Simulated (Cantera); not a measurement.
An isothermal, constant-pressure homogeneous reactor starts with 16.4 % NO, 83.6 % N₂, at 1675 K and 190000 Pa.

Model: GRI-Mech 3.0 (53 species, 325 reactions), integrated in Cantera.

x: mole fraction; the columns are a selection and need not sum to one.

| t (s) | x NO | x NO₂ | x O | x N₂ | x O₂ | x N₂O |
|---|---|---|---|---|---|---|
| 6.00e-6 | 0.164 | 4.92e-9 | 1.64e-8 | 0.836 | 3.90e-12 | ? |
| 1.87e-5 | 0.164 | 3.46e-8 | 3.20e-8 | 0.836 | 2.79e-11 | ? |
| 5.85e-5 | 0.164 | 1.68e-7 | 4.09e-8 | 0.836 | 1.47e-10 | ? |
| 0.000182 | 0.164 | 6.16e-7 | 4.94e-8 | 0.836 | 6.83e-10 | ? |
| 0.000570 | 0.164 | 2.11e-6 | 7.64e-8 | 0.836 | 4.42e-9 | ? |
| 0.00178 | 0.164 | 7.56e-6 | 1.69e-7 | 0.836 | 5.84e-8 | ? |
| 0.00555 | 0.164 | 2.70e-5 | 4.74e-7 | 0.836 | 1.46e-6 | ? |
| 0.0173 | 0.164 | 5.84e-5 | 9.35e-7 | 0.836 | 2.69e-5 | 1.09e-5 |
| 0.0541 | 0.163 | 6.50e-5 | 1.03e-6 | 0.836 | 0.000156 | 1.09e-5 |
| 0.169 | 0.163 | 7.23e-5 | 1.15e-6 | 0.837 | 0.000563 | 1.07e-5 |
| 0.527 | 0.160 | 9.04e-5 | 1.45e-6 | 0.838 | 0.00182 | 1.04e-5 |
| 1.64 | 0.153 | 0.000126 | 2.09e-6 | 0.842 | 0.00553 | ? |
| 5.13 | 0.133 | 0.000170 | 3.23e-6 | 0.852 | 0.0154 | ? |
| 16.0 | 0.0931 | 0.000176 | 4.75e-6 | 0.871 | 0.0353 | ? |
| 50.0 | 0.0450 | 0.000110 | 6.10e-6 | 0.896 | 0.0593 | ? |

Task: Complete the blanks.

Result: 
- 6.00e-6, x N₂O: 2.13e-8
- 1.87e-5, x N₂O: 6.62e-8
- 5.85e-5, x N₂O: 2.05e-7
- 0.000182, x N₂O: 6.28e-7
- 0.000570, x N₂O: 1.84e-6
- 0.00178, x N₂O: 4.79e-6
- 0.00555, x N₂O: 9.12e-6
- 1.64, x N₂O: 9.45e-6
- 5.13, x N₂O: 7.16e-6
- 16.0, x N₂O: 3.56e-6
- 50.0, x N₂O: 9.37e-7
